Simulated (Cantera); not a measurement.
Equilibrium for carbon deposition, reforming and gasification: C2H5OH + H2 + N2

A closed system holds: 1 mol C2H5OH, 0.9 mol H2, 5.2 mol N2, at 1073.15 K.

Cantera equilibrium calculation (NASA polynomials, part measured and part estimated; ideal gas, pure solids and liquids). Candidate condensed phases: C, C6H6, C7H8, C8H18, H2O; 136 gas species. The ideal-gas law is rough above about 30 bar. Kinetics and transport are ignored.

| P (Pa) | log p N2 | log p H2 | log p CH4 | log p CO | log p H2O | log p CO2 | n C(graphite) |
|---|---|---|---|---|---|---|---|
| 10 | -4.29 | -4.41 | -10.16 | -5.00 | -10.30 | -10.86 | 1.000 |
| 100 | -3.29 | -3.41 | -8.16 | -4.00 | -8.30 | -8.86 | 1.000 |
| 1000 | -2.29 | -2.41 | -6.17 | -3.00 | -6.30 | -6.86 | 1.000 |
| 10000 | -1.29 | -1.41 | -4.17 | -2.01 | -4.31 | -4.87 | 0.999 |
| 100000 | -0.28 | -0.43 | -2.19 | -1.03 | -2.35 | -2.91 | 0.993 |
| 1000000 | 0.74 | 0.48 | -0.37 | -0.17 | -0.58 | -1.20 | 0.911 |
| 10000000 | 1.79 | 1.20 | 1.07 | 0.48 | 0.80 | 0.11 | 0.641 |
log p: log10 of the partial pressure in bar; n: condensed amount in mol.

From 10.0 Pa to 1.00e7 Pa the condensed part is C(graphite). The main C-bearing gas is CO at 10.0 Pa and CH4 at 1.00e7 Pa.
